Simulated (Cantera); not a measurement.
An isothermal, constant-pressure homogeneous reactor starts with H2 : O2 = 0.091 : 1 (molar parts), equivalence ratio 0.045, at 1450 K and 0.00220 bar. Integrator tolerance rtol = 1e-08.

Cantera simulation using the H2/O2 subset of GRI-Mech 3.0, which has no nitrogen chemistry; the numbers are that mechanism's predictions, not measurements. Radical loss at walls, strong at low pressure, is not modelled. The temperature is held fixed by assumption; the heat of reaction is taken as removed at once.

### Question
What does this change do: pressure from 0.00220 bar to 0.0390 bar?

### Answer
```json
[
 {"quantity": "x(H2) at 6.00 s", "before": "0.000305 (gas-phase equilibrium 1.85e-6)", "after": "4.40e-7 (gas-phase equilibrium 4.40e-7)"},
 {"quantity": "x(O2) at 6.00 s", "before": "0.904 (gas-phase equilibrium 0.913)", "after": "0.913 (gas-phase equilibrium 0.913)"},
 {"quantity": "x(HO2) at 6.00 s", "before": "2.02e-7 (gas-phase equilibrium 8.15e-8)", "after": "1.67e-7 (gas-phase equilibrium 1.67e-7)"},
 {"quantity": "x(OH) at 6.00 s", "before": "0.00397 (gas-phase equilibrium 0.000311)", "after": "0.000152 (gas-phase equilibrium 0.000152)"},
 {"quantity": "x(H2O2) at 6.00 s", "before": "6.60e-9 (gas-phase equilibrium 6.00e-10)", "after": "2.53e-9 (gas-phase equilibrium 2.53e-9)"},
 {"quantity": "x(H2O) at 6.00 s", "before": "0.0840 (gas-phase equilibrium 0.0869)", "after": "0.0870 (gas-phase equilibrium 0.0870)"}
]
```
